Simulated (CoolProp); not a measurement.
A Linde-Hampson liquefier for ethylene: isothermal reversible compression at 320 K from 1 atm to 40 MPa, throttling to 1 atm, return gas leaving the recuperator 5 K below the feed. Each further row changes one setting.

The numbers come from the reference Helmholtz-energy equation of state, Smukala 2000 in CoolProp.

| case | liquid yield per pass | compression work (kJ/kg of gas) |
|---|---|---|
| as stated | ___ | 468 |
| high pressure 80 MPa | ___ | 554 |
| warm-end temperature 350 K | ___ | ___ |
| warm-end gap 10 K | ___ | 468 |

Task: Complete the blanks.

Result: 
- as stated, liquid yield per pass: 0.421
- high pressure 80 MPa, liquid yield per pass: 0.377
- warm-end temperature 350 K, liquid yield per pass: 0.355
- warm-end temperature 350 K, compression work (kJ/kg of gas): 539
- warm-end gap 10 K, liquid yield per pass: 0.414
